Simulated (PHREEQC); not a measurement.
H2SO4 is added in steps, without added water, to 1 kg of water holding 22 mmol/kgw CaCl2 and 95 mmol/kgw Na2HPO4, at 25 °C. O2 is buffered at 0.21 atm. No CO2 enters from the air. No solid was allowed to form.

Base run: PHREEQC, ion-association model, phreeqc.dat. Each further column changes one thing. The table gives pH.

| H2SO4 added (mol) | base | CaCl2 from 0.022 to 0.0044 mol/kgw | 0.083 mol/kgw NaOH added | Na2HPO4 replaced by NaHF2 at the same molality | solids may form |
|---|---|---|---|---|---|
| 0 | 7.98 | 8.42 | 11.79 | 3.02 | 7.31 |
| 0.007 | 7.38 | 7.47 | 11.55 | ? | 6.95 |
| 0.01225 | 7.11 | 7.18 | 11.35 | 2.75 | 6.73 |
| 0.01925 | 6.82 | 6.89 | 11.05 | 2.60 | ? |
| 0.0245 | 6.62 | 6.70 | 10.73 | 2.48 | 6.13 |
| 0.0315 | 6.35 | 6.43 | 9.49 | 2.32 | 5.56 |
| 0.03675 | 6.11 | 6.19 | 8.59 | ? | 5.20 |
| 0.04375 | 5.57 | 5.66 | ? | 2.06 | 4.97 |
| 0.049 | 3.56 | 3.59 | 7.32 | 1.96 | 3.56 |
| 0.056 | 2.79 | 2.82 | 6.98 | 1.84 | 2.79 |

Q: What belongs in the gaps?

A: 
- 0.007, Na2HPO4 replaced by NaHF2 at the same molality: 2.87
- 0.01925, solids may form: 6.42
- 0.03675, Na2HPO4 replaced by NaHF2 at the same molality: 2.21
- 0.04375, 0.083 mol/kgw NaOH added: 7.73

In at least one series the solution becomes supersaturated in solids that the run did not let form, among them Gypsum, Hydroxyapatite.  Solids allowed in the column 'solids may form': Gypsum, Hydroxyapatite, Halite.
